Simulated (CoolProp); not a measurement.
Saturation properties of hexamethyldisiloxane (MM) (Tc = 518.7 K, pc = 1.931 MPa, ω = 0.418).

Values from CoolProp's reference Helmholtz-energy equation of state, Thol 2016.

```tsv
T (K)	p (MPa)	liquid density (kg/m³)	enthalpy of vaporisation (kJ/kg)	surface tension (mN/m)
358.7	0.06421	692.7	200.4	10.3
369.6	0.08993	679.8	194.8	9.37
380.5	0.1231	666.5	189.1	8.51
391.3	0.1645	___	183.1	___
402.2	0.2164	638.7	176.8	6.85
413.1	0.2801	623.8	170.1	6.05
423.9	0.3562	608.4	163.0	5.27
434.8	0.4481	592.0	155.4	4.51
445.7	0.5569	574.5	147.1	3.78
456.5	0.6835	555.8	138.2	3.08
467.4	0.8325	535.1	128.2	2.41
478.3	1.006	512.0	___	1.78
489.1	1.204	485.3	103.5	1.20
```

**Question.** Some entries are withheld; supply them.

**Answer.** 
- 391.3, liquid density (kg/m³): 652.9
- 391.3, surface tension (mN/m): 7.67
- 478.3, enthalpy of vaporisation (kJ/kg): 116.8

It boils at 373.7 K under 1 atm.

Surface tension comes from a separate correlation (Mulero 2014), older than this fluid's equation and unchecked against measurements.
